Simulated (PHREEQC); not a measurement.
## Brackish or sea water: speciation

A made-up water analysis in mg/kgw, 20 °C, pH 8.62:

| constituent | mg/kgw |
|---|---|
| Na | 6320 |
| K | 340 |
| Ca | 109 |
| Mg | 240 |
| Cl | 9460 |
| S(6) as SO4 | 927 |
| Alkalinity as HCO3 | 27.4 |
| B | 0.662 |

Valence states are taken as typed.

Computed with PHREEQC (Pitzer model, pitzer.dat).

| Property | Value |
|---|---|
| ionic strength | 0.320 mol/kgw |
| activity of water | 0.991 |
| specific conductance | 24700 µS/cm |
| density | 1.011 g/cm³ |
| osmotic coefficient | 0.908 |
| charge-balance error | 3.7 % |

```csv
species,molality,activity,log γ
Na+,0.275,0.200,-0.139
Cl-,0.267,0.182,-0.166
Mg+2,0.00986,0.00270,-0.562
SO4-2,0.00965,0.00154,-0.797
K+,0.00870,0.00606,-0.157
Ca+2,0.00272,0.000698,-0.590
HCO3-,0.000354,0.000263,-0.128
B(OH)3,4.23e-5,4.20e-5,-0.003
CO3-2,2.57e-5,4.51e-6,-0.755
B(OH)4-,1.75e-5,1.00e-5,-0.243
MgCO3,9.63e-6,9.63e-6,0.000
OH-,4.38e-6,2.83e-6,-0.190
```

No solid was allowed to form. Species that the database lacks are ignored.
